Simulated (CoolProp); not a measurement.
C2F6 (R116) at several states: density (kg/m³) from the reference equation and from simpler models built on Tc = 293.0 K, pc = 3.048 MPa, ω = 0.257; each cubic takes its own stable root.

Values from CoolProp's reference Helmholtz-energy equation of state, Lemmon 2006. It is a short technical equation, of lower accuracy than the large ones.

```json
[
 {"T (K)": "296.6", "p (MPa)": "0.0434", "phase": "gas", "reference": "2.440"},
 {"T (K)": "392.8", "p (MPa)": "0.0811", "phase": "gas", "reference": "3.438"},
 {"T (K)": "213.6", "p (MPa)": "1.37", "phase": "liquid", "reference": "1527"},
 {"T (K)": "363.2", "p (MPa)": "10.8", "phase": "supercritical", "reference": "763.0"},
 {"T (K)": "337.1", "p (MPa)": "0.631", "phase": "gas", "reference": "32.48"},
 {"T (K)": "330.9", "p (MPa)": "0.266", "phase": "gas", "reference": "13.61"}
]
```

### Question
How far does each simpler model (van der Waals, Redlich-Kwong, Soave-Redlich-Kwong, Peng-Robinson) lie from the reference over these 6 states: mean and median of the absolute difference, and the worst?

### Answer
- van der Waals: mean 6.9 %, median 0.1 %, worst -36.5 % at 213.6 K and 1.37 MPa
- Redlich-Kwong: mean 1.8 %, median 0.3 %, worst -8.5 % at 213.6 K and 1.37 MPa
- Soave-Redlich-Kwong: mean 2.1 %, median 0.0 %, worst -7.9 % at 363.2 K and 10.8 MPa
- Peng-Robinson: mean 1.7 %, median 0.5 %, worst +7.9 % at 213.6 K and 1.37 MPa
